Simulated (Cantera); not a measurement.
A freely propagating, adiabatic, planar premixed flame of H2 : O2 : N2 = 1 : 0.769 : 2.89 (molar parts), equivalence ratio 0.65, unburnt at 500 K and 3750 Torr; mixture-averaged transport, grid criteria slope 0.08 and curve 0.16, no radiation.

Cantera simulation using the H2/O2 subset of GRI-Mech 3.0, which has no nitrogen chemistry; the numbers are that mechanism's predictions, not measurements. The hydrogen kinetics of GRI-Mech 3.0 are dated; newer H2 mechanisms differ, most at raised pressure. Burning velocities carry a grid error of a few per cent, more on coarse grids. Lean hydrogen flames are cellular in practice and burn faster than this planar one.

x: mole fraction of selected species; z is measured from the peak of heat release.

```
z (mm)   T (K)  u (m/s)      x H2    x O2     x HO2       x O       x H    x H2O2
-------  -----  -------  --------  ------  --------  --------  --------  --------
-0.187     500     1.82     0.214   0.165   1.97e-8     <1e-8     <1e-8     <1e-8
-0.124     501     1.82     0.211   0.166         ?     <1e-8     <1e-8         ?
-0.0933    504     1.82     0.205   0.167   3.23e-6   1.50e-8     <1e-8   8.60e-7
-0.0622    519     1.84     0.189   0.170         ?         ?     <1e-8         ?
-0.0311    690     2.34     0.140   0.170  0.000622   1.58e-5   2.84e-5  0.000106
-0.0156   1015     3.37    0.0966   0.153  0.000701  0.000344  0.000933  0.000129
0         1379     4.53    0.0534   0.121  0.000381   0.00208   0.00395   2.67e-5
0.0156    1627     5.34    0.0250  0.0924  0.000210   0.00405   0.00564   5.43e-6
0.0311    1769     5.80    0.0127  0.0785  0.000129   0.00454   0.00484   3.33e-6
0.0622    1903     6.22   0.00570  0.0709   6.41e-5   0.00335   0.00241   1.96e-6
0.124     1992     6.49   0.00243  0.0691   2.61e-5   0.00151  0.000679   1.11e-6
0.249     2033     6.60  0.000837  0.0690   9.56e-6  0.000526  0.000135   5.99e-7
0.498     2047     6.65  0.000296  0.0693   4.52e-6  0.000197   2.98e-5   3.65e-7
```

Complete the blanks.


- -0.124, x HO2: 3.50e-7
- -0.124, x H2O2: 9.23e-8
- -0.0622, x HO2: 2.87e-5
- -0.0622, x O: 1.48e-7
- -0.0622, x H2O2: 7.43e-6
